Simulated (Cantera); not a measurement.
## Dilute partial oxidation

An isothermal, constant-pressure homogeneous reactor starts with CH3OH : O2 : N2 = 0.017 : 0.038 : 1 (molar parts), equivalence ratio 0.67, at 1600 K and 7500 Torr.

Model: GRI-Mech 3.0 (53 species, 325 reactions), integrated in Cantera. GRI-Mech 3.0 was tuned for natural gas; its chemistry of methanol as a main component is partial and can be far from experiment. The temperature is held fixed by assumption; the heat of reaction is taken as removed at once.

| t (s) | x CH3OH | x O2 | x HCO | x N2O | x NO |
|---|---|---|---|---|---|
| 1.00e-6 | 0.0161 | 0.0360 | 2.31e-9 | 1.12e-10 | 2.14e-12 |
| 4.30e-6 | 0.0158 | 0.0359 | 3.88e-8 | 2.60e-9 | 1.83e-11 |
| 1.85e-5 | 0.0101 | 0.0334 | 5.84e-6 | 5.90e-8 | 3.81e-10 |
| 7.95e-5 | <1e-12 | 0.0145 | 6.66e-9 | 1.74e-6 | 3.98e-6 |
| 0.000342 | <1e-12 | 0.0120 | 4.71e-11 | 2.42e-6 | 4.56e-6 |
| 0.00147 | <1e-12 | 0.0118 | <1e-12 | 1.66e-6 | 4.70e-6 |
| 0.00632 | <1e-12 | 0.0117 | <1e-12 | 1.99e-7 | 4.74e-6 |
| 0.0272 | <1e-12 | 0.0117 | <1e-12 | 1.03e-7 | 4.76e-6 |
| 0.117 | <1e-12 | 0.0117 | <1e-12 | 1.03e-7 | 4.81e-6 |
| 0.503 | <1e-12 | 0.0117 | <1e-12 | 1.03e-7 | 5.02e-6 |
| 2.16 | <1e-12 | 0.0117 | <1e-12 | 1.03e-7 | 5.94e-6 |
| 9.30 | <1e-12 | 0.0117 | <1e-12 | 1.03e-7 | 9.90e-6 |
| 40.0 | <1e-12 | 0.0117 | <1e-12 | 1.03e-7 | 2.68e-5 |
x: mole fraction; the columns are a selection and need not sum to one.

Equilibrium at this temperature and pressure: CH3OH <1e-12, O2 0.0115, HCO <1e-12, N2O 1.02e-7, NO 0.000497 (gas phase only).
